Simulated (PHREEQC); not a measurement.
# Polishing slurry liquid: an equilibrium model

Solution (25 °C): 0.064 mol/kgw KOH, 0.00047 mol/kgw KNO3 and 0.12 mol/kgw KH2PO4. Closed to the air; pH follows from the charge balance.

Model: ion-association model, phreeqc.dat, run in PHREEQC.

No solid was allowed to form.

Task: Predict the pH, specific conductance, density.

Result: pH 6.81; specific conductance 15300 µS/cm; density 1.011 g/cm³.

Task: In which forms is P present?

Result: HPO4-2 49 %, H2PO4- 47 %, KHPO4- 4.5 % of the P.
